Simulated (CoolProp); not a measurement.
c-C4F8 (RC318) at 293.15 K and 0.133 MPa is throttled through a valve to 0.012 MPa with no heat exchange. Each further row changes one setting.

Values from CoolProp's reference Helmholtz-energy equation of state, Platzer 1990. This equation is an older, rougher fit.

| case | temperature change (K) | final density (kg/m³) |
|---|---|---|
| as stated | -2.0 | 0.995 |
| outlet pressure 0.0036 MPa | -2.1 | 0.298 |
| outlet pressure 0.0156 MPa | -1.9 | 1.30 |
